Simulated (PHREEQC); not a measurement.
BaCl2 is added in steps, without added water, to 1 kg of water holding 0.21 mol H2SO4 and 0.0044 mol MnSO4, at 82 °C. The system is closed to oxygen. CO2 from the air is kept out. Solids allowed: Barite, Pyrochroite. Others were left out.

Base run: PHREEQC, ion-association model, wateq4f.dat. Each further column changes one thing. The table gives Ba in solution (mol/kgw).

```
BaCl2 added (mol)     base  Debye-Hückel limiting law  database phreeqc.dat  Davies equation for every ion  all activity coefficients set to 1
-----------------  -------  -------------------------  --------------------  -----------------------------  ----------------------------------
0                        0                          0                     0                              0                                   0
0.011              8.10e-7                    3.12e-6               8.83e-7                        7.05e-7                             2.87e-7
0.01925            8.70e-7                    3.44e-6               9.48e-7                        7.51e-7                             2.98e-7
0.03025            9.61e-7                    3.91e-6               1.04e-6                        8.20e-7                             3.14e-7
0.04125            1.06e-6                    4.45e-6               1.15e-6                        8.97e-7                          (withheld)
0.0495             1.15e-6                    4.92e-6               1.25e-6                     (withheld)                          (withheld)
0.0605             1.28e-6                    5.65e-6               1.39e-6                        1.06e-6                          (withheld)
0.06875            1.40e-6                    6.27e-6               1.50e-6                        1.14e-6                             3.90e-7
0.07975            1.57e-6                    7.25e-6               1.69e-6                        1.27e-6                             4.20e-7
0.09075            1.77e-6                    8.42e-6               1.90e-6                        1.41e-6                             4.55e-7
0.099              1.95e-6                    9.47e-6            (withheld)                        1.54e-6                             4.85e-7
0.11               2.24e-6                    1.11e-5               2.39e-6                        1.75e-6                          (withheld)
```

**Question.** What belongs in the gaps?

**Answer.** 
- 0.04125, all activity coefficients set to 1: 3.32e-7
- 0.0495, Davies equation for every ion: 9.62e-7
- 0.0495, all activity coefficients set to 1: 3.48e-7
- 0.0605, all activity coefficients set to 1: 3.71e-7
- 0.099, database phreeqc.dat: 2.09e-6
- 0.11, all activity coefficients set to 1: 5.34e-7

At this temperature some constants are extrapolated from 25 °C, and those without enthalpy data are left unchanged. phreeqc.dat and wateq4f.dat share most of their constants, so their agreement is no independent check.
